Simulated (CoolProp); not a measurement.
n-perfluorobutane at several states: fugacity coefficient from the reference equation and from simpler models built on Tc = 386.3 K, pc = 23.22 bar, ω = 0.372; each cubic takes its own stable root.

Computed with CoolProp (reference Helmholtz-energy equation of state, Gao 2022).

| T (K) | p (bar) | phase | reference |
|---|---|---|---|
| 340.8 | 0.31 | gas | 0.9934 |
| 435.6 | 4.93 | gas | 0.9561 |
| 356 | 55.6 | liquid | 0.2248 |
| 418.2 | 0.369 | gas | 0.9962 |
| 157.8 | 5.64 | liquid | 2.173e-5 |

### Question
How far does each simpler model (van der Waals, Redlich-Kwong, Soave-Redlich-Kwong, Peng-Robinson) lie from the reference over these 5 states: mean and median of the absolute difference, and the worst?

### Answer
- van der Waals: mean 25013.9 %, median 0.3 %, worst +125026.6 % at 157.8 K and 5.64 bar
- Redlich-Kwong: mean 318.7 %, median 0.7 %, worst +1577.4 % at 157.8 K and 5.64 bar
- Soave-Redlich-Kwong: mean 7.1 %, median 0.2 %, worst +32.1 % at 157.8 K and 5.64 bar
- Peng-Robinson: mean 13.3 %, median 0.9 %, worst +62.5 % at 157.8 K and 5.64 bar
